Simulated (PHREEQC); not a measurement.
0.79 g of hydrous ferric oxide (600 m²/g; 0.2 weak and 0.005 strong sites per Fe, Dzombak-Morel constants, diffuse double layer) in 1 kg of water with 0.05 mol/kgw of an inert sodium salt and 0.11 mmol/kgw MnCl2 and 0.33 mmol/kgw Na2SO4, at 25 °C; the pH is set by adding NaOH or the inert anion's acid. No oxygen is let in. The system is closed to CO2. No solid was allowed to form.

The series has 13 steps of pH, from 3 to 11.

Model: ion-association model, wateq4f.dat, run in PHREEQC.

Task: Near which pH is half of the Mn sorbed, and on which side is more sorbed?

Result: Near pH 7.0, with more sorbed at higher pH.

Task: Near which pH is half of the S sorbed, and on which side is more sorbed?

Result: Near pH 6.3, with more sorbed at lower pH.

The oxide is taken as insoluble; below pH 4 it would dissolve.
